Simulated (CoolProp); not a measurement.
Properties of carbonyl sulfide along the isobar 2.02 MPa.

The numbers come from the reference Helmholtz-energy equation of state, Lemmon 2006 in CoolProp. It is a short technical equation, of lower accuracy than the large ones.

```json
[
 {"T (K)": "188.8", "phase": "liquid", "cv (kJ/(kg K))": "0.7261", "speed of sound (m/s)": "1202", "isothermal compressibility (1/MPa)": "0.0008869", "expansivity (1/kK)": "___", "fugacity coefficient": "0.007818"},
 {"T (K)": "202.1", "phase": "liquid", "cv (kJ/(kg K))": "0.7160", "speed of sound (m/s)": "1141", "isothermal compressibility (1/MPa)": "0.001023", "expansivity (1/kK)": "1.662", "fugacity coefficient": "0.01779"},
 {"T (K)": "215.3", "phase": "liquid", "cv (kJ/(kg K))": "0.7093", "speed of sound (m/s)": "1079", "isothermal compressibility (1/MPa)": "0.001187", "expansivity (1/kK)": "1.742", "fugacity coefficient": "0.03580"},
 {"T (K)": "228.5", "phase": "liquid", "cv (kJ/(kg K))": "0.7052", "speed of sound (m/s)": "1018", "isothermal compressibility (1/MPa)": "0.001389", "expansivity (1/kK)": "1.841", "fugacity coefficient": "0.06549"},
 {"T (K)": "241.7", "phase": "liquid", "cv (kJ/(kg K))": "0.7029", "speed of sound (m/s)": "956.5", "isothermal compressibility (1/MPa)": "0.001644", "expansivity (1/kK)": "1.963", "fugacity coefficient": "0.1107"},
 {"T (K)": "254.9", "phase": "liquid", "cv (kJ/(kg K))": "0.7020", "speed of sound (m/s)": "___", "isothermal compressibility (1/MPa)": "0.001971", "expansivity (1/kK)": "2.114", "fugacity coefficient": "0.1752"},
 {"T (K)": "268.2", "phase": "liquid", "cv (kJ/(kg K))": "0.7024", "speed of sound (m/s)": "830.6", "isothermal compressibility (1/MPa)": "0.002409", "expansivity (1/kK)": "2.308", "fugacity coefficient": "0.2631"},
 {"T (K)": "281.4", "phase": "liquid", "cv (kJ/(kg K))": "0.7039", "speed of sound (m/s)": "765.9", "isothermal compressibility (1/MPa)": "0.003009", "expansivity (1/kK)": "2.559", "fugacity coefficient": "0.3753"},
 {"T (K)": "294.6", "phase": "liquid", "cv (kJ/(kg K))": "0.7065", "speed of sound (m/s)": "698.9", "isothermal compressibility (1/MPa)": "0.003877", "expansivity (1/kK)": "2.900", "fugacity coefficient": "0.5138"},
 {"T (K)": "307.8", "phase": "liquid", "cv (kJ/(kg K))": "___", "speed of sound (m/s)": "628.4", "isothermal compressibility (1/MPa)": "0.005230", "expansivity (1/kK)": "3.392", "fugacity coefficient": "0.6785"},
 {"T (K)": "321.1", "phase": "gas", "cv (kJ/(kg K))": "0.6588", "speed of sound (m/s)": "200.5", "isothermal compressibility (1/MPa)": "0.6774", "expansivity (1/kK)": "6.853", "fugacity coefficient": "___"},
 {"T (K)": "334.3", "phase": "gas", "cv (kJ/(kg K))": "0.6450", "speed of sound (m/s)": "209.9", "isothermal compressibility (1/MPa)": "0.6329", "expansivity (1/kK)": "5.667", "fugacity coefficient": "0.8455"}
]
```

Complete the blanks.


- 188.8, expansivity (1/kK): 1.596
- 254.9, speed of sound (m/s): 894.3
- 307.8, cv (kJ/(kg K)): 0.7104
- 321.1, fugacity coefficient: 0.8244
